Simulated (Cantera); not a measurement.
A diamond (100) surface in a fixed gas of H2 with x(CH4) = 0.0031, x(CH3) = 0.00055, at 1075 K, 1100 Pa; coverages are run to steady state.

Model: the Harris–Goodwin 1993 mechanism for the reconstructed diamond (100) surface, integrated in Cantera.

θ: site fractions in the mechanism's names (c6HH fully hydrogenated, c6H* and c6*H radical sites, c6** diradical, c6HM methylated).

```csv
x(H),growth (µm/h),θ c6HH,θ c6H*,θ c6*H,θ c6**,θ c6HM
0.0001,…,0.580,0.0207,0.349,0.00349,0.0265
0.00024,…,0.539,0.0226,0.379,0.00663,0.0309
0.00056,…,0.520,0.0234,0.394,0.00991,0.0330
0.0013,…,0.513,0.0239,0.402,0.0125,0.0316
0.0031,…,0.514,0.0243,0.408,0.0141,0.0258
0.0073,…,0.519,0.0247,0.415,0.0151,0.0176
0.017,…,0.524,0.0250,0.421,0.0156,0.01000
0.04,3.90,0.527,0.0253,0.424,0.0159,0.00494
0.095,4.19,0.529,0.0255,0.426,0.0161,0.00223
```

**Question.** What belongs in the gaps?

**Answer.** 
- 0.0001, growth (µm/h): 0.0845
- 0.00024, growth (µm/h): 0.207
- 0.00056, growth (µm/h): 0.450
- 0.0013, growth (µm/h): 0.904
- 0.0031, growth (µm/h): 1.66
- 0.0073, growth (µm/h): 2.58
- 0.017, growth (µm/h): 3.38
